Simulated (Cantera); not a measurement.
A freely propagating, adiabatic, planar premixed flame of CH₃OH : O₂ : N₂ = 0.75 : 2.14 : 10.3 (molar parts), equivalence ratio 0.53, unburnt at 675 K and 3230 Torr; mixture-averaged transport, grid criteria slope 0.08 and curve 0.16, no radiation.

Detailed kinetics in Cantera: GRI-Mech 3.0 (53 species, 325 reactions). GRI-Mech 3.0 was tuned for natural gas; its chemistry of methanol as a main component is partial and can be far from experiment. Burning velocities carry a grid error of a few per cent, more on coarse grids.

x: mole fraction of selected species; z is measured from the peak of heat release.

```tsv
z (mm)	T (K)	u (m/s)	x CH₃OH	x O₂	x CO	x C₂H₆	x C₂H	x H₂
-1.06	678	0.173	0.0567	0.162	5.83e-5	<1e-8	<1e-8	0.000531
-0.707	693	0.177	0.0562	0.160	0.000337	<1e-8	<1e-8	0.000984
-0.530	725	0.185	0.0548	0.158	0.000966	<1e-8	<1e-8	0.00137
-0.353	?	0.211	?	0.149	?	<1e-8	<1e-8	?
-0.177	1081	0.282	0.0321	0.127	0.00885	<1e-8	<1e-8	0.00258
-0.0884	1308	0.344	0.0144	0.106	0.0142	<1e-8	<1e-8	0.00285
0	1546	0.408	0.000699	0.0859	0.0155	<1e-8	<1e-8	0.00192
0.0884	1644	0.432	1.22e-7	0.0777	0.00647	<1e-8	<1e-8	0.000531
0.177	1680	0.440	<1e-8	0.0756	0.00262	<1e-8	<1e-8	0.000235
0.353	1702	0.446	<1e-8	0.0747	?	<1e-8	<1e-8	?
0.707	1709	0.447	<1e-8	0.0745	0.000117	<1e-8	<1e-8	1.71e-5
1.41	1711	0.448	<1e-8	0.0745	1.78e-5	<1e-8	<1e-8	5.67e-6
2.83	1711	0.448	<1e-8	0.0745	7.96e-6	<1e-8	<1e-8	4.51e-6
```

Fill in the missing entries.


- -0.353, T (K): 819
- -0.353, x CH₃OH: 0.0498
- -0.353, x CO: 0.00293
- -0.353, x H₂: 0.00190
- 0.353, x CO: 0.000671
- 0.353, x H₂: 7.44e-5
